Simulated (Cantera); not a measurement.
Reactions in the system H-K-O

Standard-state values (1 bar) from the NASA 1993 polynomials, evaluated with Cantera. Values are per mole of reaction as written; species without (g) are pure solids or liquids, kept so even where they would boil at 1 bar.

2 KOH ⇌ 2 H(g) + O₂(g) + 2 K(g)

```tsv
T (K)	ΔH° (kJ)	ΔS° (J/K)	ΔG° (kJ)	log10 K
975	1405.1	501.2	916.4	-49.09
1025	1402.7	498.8	891.4	-45.42
1075	1400.3	496.5	866.5	-42.10
1125	1397.9	494.4	841.7	-39.08
1175	1395.5	492.3	817.1	-36.32
1225	1393.1	490.3	792.5	-33.79
```
